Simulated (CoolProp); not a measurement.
Values from CoolProp's reference Helmholtz-energy equation of state, Zhou 2011.

Q: Give the vapour pressure (MPa), liquid density (kg/m³), vapour density (kg/m³), enthalpy of vaporisation (kJ/kg) of saturated dimethyl carbonate at 415.3, 441.9, 450.8 K.

A: 
| T (K) | p (MPa) | liquid density (kg/m³) | vapour density (kg/m³) | enthalpy of vaporisation (kJ/kg) |
|---|---|---|---|---|
| 415.3 | 0.418 | 896 | 11.9 | 336 |
| 441.9 | 0.746 | 851 | 20.9 | 313 |
| 450.8 | 0.890 | 836 | 24.9 | 305 |
